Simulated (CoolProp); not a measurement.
C2F6 (R116) at several states: Z from the reference equation and from simpler models built on Tc = 19.9 °C, pc = 3048 kPa, ω = 0.257; each cubic takes its own stable root.

The numbers come from the reference Helmholtz-energy equation of state, Lemmon 2006 in CoolProp. It is a short technical equation, of lower accuracy than the large ones.

| T (°C) | p (kPa) | phase | reference |
|---|---|---|---|
| 25.45 | 812 | gas | 0.9111 |
| 93.45 | 215 | gas | 0.9894 |
| 127.05 | 3390 | supercritical | 0.8854 |
| -88.25 | 1160 | liquid | 0.06298 |

Q: How far does each simpler model (van der Waals, Redlich-Kwong, Peng-Robinson) lie from the reference over these 4 states: mean and median of the absolute difference, and the worst?

A: 
- van der Waals: mean 16.0 %, median 3.1 %, worst +57.6 % at -88.25 °C and 1160 kPa
- Redlich-Kwong: mean 2.9 %, median 1.9 %, worst +7.7 % at -88.25 °C and 1160 kPa
- Peng-Robinson: mean 2.7 %, median 1.5 %, worst -7.6 % at -88.25 °C and 1160 kPa
